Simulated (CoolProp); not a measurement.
Computed with CoolProp (reference Helmholtz-energy equation of state, Tillner-Roth 1997).

**Question.** For CH2F2 (R32), give the phase and the Joule-Thomson coefficient (K/MPa), isothermal compressibility (1/MPa), expansivity (1/kK), fugacity coefficient at 435 K and 18.1 bar; 435 K and 36.1 bar; 435 K and 126 bar.

**Answer.** 
- 435 K and 18.1 bar: gas; Joule-Thomson coefficient 7.56, isothermal compressibility 0.586, expansivity 2.84, fugacity coefficient 0.946
- 435 K and 36.1 bar: gas; Joule-Thomson coefficient 7.30, isothermal compressibility 0.313, expansivity 3.51, fugacity coefficient 0.894
- 435 K and 126 bar: supercritical; Joule-Thomson coefficient 4.70, isothermal compressibility 0.114, expansivity 9.05, fugacity coefficient 0.672
